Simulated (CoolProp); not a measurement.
The numbers come from the reference Helmholtz-energy equation of state, Span 2003 in CoolProp. It is a short technical equation, of lower accuracy than the large ones.

For n-heptane, give the phase and the cp (kJ/(kg K)), cv (kJ/(kg K)), speed of sound (m/s), expansivity (1/kK) at 27.75 °C and 1.88 MPa; 58.65 °C and 1.88 MPa; 212.95 °C and 1.88 MPa.


- 27.75 °C and 1.88 MPa: liquid; cp 2.25, cv 1.79, speed of sound 1130, expansivity 1.23
- 58.65 °C and 1.88 MPa: liquid; cp 2.37, cv 1.90, speed of sound 1010, expansivity 1.32
- 212.95 °C and 1.88 MPa: liquid; cp 3.27, cv 2.51, speed of sound 387, expansivity 3.68
